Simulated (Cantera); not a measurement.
A closed system holds: 1 mol Pb, 2.6 mol O2, 4.2 mol N2, equilibrated at 278 Torr.

These are equilibrium values from Cantera (NASA tables, ideal gas, pure condensed phases), not measurements of a reactor. Candidate condensed phases: Pb, PbO, PbO2, Pb3O4; 12 gas species. Gases not in the tables: (PbO)n polymers. Kinetics and transport are ignored.

x: gas mole fraction; n: condensed amount in mol.

```
T (K)   x N2   x O2     x PbO  x NO      x Pb    x NO2  n Pb3O4(s)  n PbO(red)  n PbO(yellow)  n PbO(l)
-----  -----  -----  --------  ----  --------  -------  ----------  ----------  -------------  --------
523    0.685  0.315    <1e-12   ___    <1e-12  3.76e-8       0.333           0              0         0
598    0.685  0.315    <1e-12   ___    <1e-12  9.80e-8       0.333           0              0         0
673    0.667  0.333    <1e-12   ___    <1e-12  2.15e-7           0        1.00              0         0
748    0.667  0.333  1.00e-11   ___    <1e-12  3.89e-7           0        1.00              0         0
823    0.667  0.333  6.14e-10   ___    <1e-12  6.33e-7           0           0           1.00         0
898    0.667  0.333   1.86e-8   ___    <1e-12  9.50e-7           0           0           1.00         0
973    0.667  0.333   3.27e-7   ___  1.93e-11  1.34e-6           0           0          1.000         0
1048   0.667  0.333   3.77e-6   ___  6.77e-10  1.80e-6           0           0          1.000         0
1123   0.667  0.333   3.09e-5   ___   1.46e-8  2.33e-6           0           0          1.000         0
1198   0.666  0.333  0.000177   ___   1.94e-7  2.93e-6           0           0              0     0.999
1273   0.666  0.333  0.000756   ___   1.75e-6  3.57e-6           0           0              0     0.995
1348   0.665  0.332   0.00272   ___   1.22e-5  4.26e-6           0           0              0     0.983
1423   0.660  0.330   0.00845   ___   6.91e-5  4.96e-6           0           0              0     0.946
1498   0.650  0.325    0.0232   ___  0.000327  5.60e-6           0           0              0     0.848
```

Question: What belongs in the gaps?

Answer: 
- 523, x NO: 1.59e-9
- 598, x NO: 2.21e-8
- 673, x NO: 1.74e-7
- 748, x NO: 8.93e-7
- 823, x NO: 3.41e-6
- 898, x NO: 1.04e-5
- 973, x NO: 2.67e-5
- 1048, x NO: 6.00e-5
- 1123, x NO: 0.000121
- 1198, x NO: 0.000223
- 1273, x NO: 0.000383
- 1348, x NO: 0.000618
- 1423, x NO: 0.000944
- 1498, x NO: 0.00137
